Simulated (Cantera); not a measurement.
A closed system holds: 1 mol CH3F, 1.6 mol F2, equilibrated at 10.0 Torr.

Equilibrium computed with Cantera from the NASA thermochemical tables; the gas is ideal and each condensed phase is pure. Candidate condensed phases: C, C6H6, C7H8, C8H18; 95 gas species. Gases not in the tables: C2F6 and larger saturated fluorocarbons. Kinetics and transport are ignored.

Problem. At 2025 °C, list the 6 most abundant gas species with their mole fractions, and the condensed phases.

Solution. HF 0.796, F 0.108, CF2 0.0820, CF4 0.0100, CF 0.00179, CF3 0.00156. Condensed: C(graphite).
